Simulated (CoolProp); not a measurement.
Vapour-liquid equilibrium of propylene (1) + R115 (2) at 127 kPa; x and y are mole fractions of (1).

Computed with CoolProp (multi-fluid Helmholtz-energy mixture model, Lemmon 2013 and Lemmon 2016; pair parameters Bell 2016).

Q: Give the bubble temperature and the first vapour's composition at x = 0.125, 0.275, 0.5. Is there an azeotrope?

A: x = 0.125: 234.3 K, y = 0.278; x = 0.275: 230.8 K, y = 0.467; x = 0.5: 228.4 K, y = 0.613. y crosses x between x = 0.65 and 0.725: the model has an azeotrope there.

Pair parameters are fitted to limited data, so mixtures are less certain than the pure fluids.
